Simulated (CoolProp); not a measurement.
Computed with CoolProp (reference Helmholtz-energy equation of state, Zhou 2012).

Give the vapour pressure (MPa), vapour density (kg/m³), liquid cp (kJ/(kg K)), liquid viscosity (µPa s) of saturated p-xylene at 160.95, 186.75, 216.75 °C.


```
T (°C)  p (MPa)  vapour density (kg/m³)  liquid cp (kJ/(kg K))  liquid viscosity (µPa s)
------  -------  ----------------------  ---------------------  ------------------------
160.95    0.179                    5.66                   2.20                       188
186.75    0.317                    9.79                   2.30                       157
216.75    0.565                    17.4                   2.43                       127
```

Viscosity comes from a separate model (Balogun 2015).
